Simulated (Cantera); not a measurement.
Input: 1 mol AlI₃, 2.7 mol N₂, 690 mol H₂, equilibrated at 0.220 bar.

Method: chemical equilibrium by Gibbs-energy minimisation in Cantera with the NASA 1993 tables (ideal gas, pure condensed phases). Candidate condensed phases: Al, AlI₃, AlN, I₂; 19 gas species. Kinetics and transport are ignored.

Q: What share of the Al ends up in condensed phases as a function of T (°C), at 1252, 1277, 1302, 1327, 1352, 1377, 1402, 1427, 1452, 1477?

A: 
```tsv
T (°C)	Al condensed (%)	as
1252	86.4	AlN(s)
1277	80.4	AlN(s)
1302	72.3	AlN(s)
1327	62.1	AlN(s)
1352	49.4	AlN(s)
1377	34.3	AlN(s)
1402	17.1	AlN(s)
1427	0.0	-
1452	0.0	-
1477	0.0	-
```
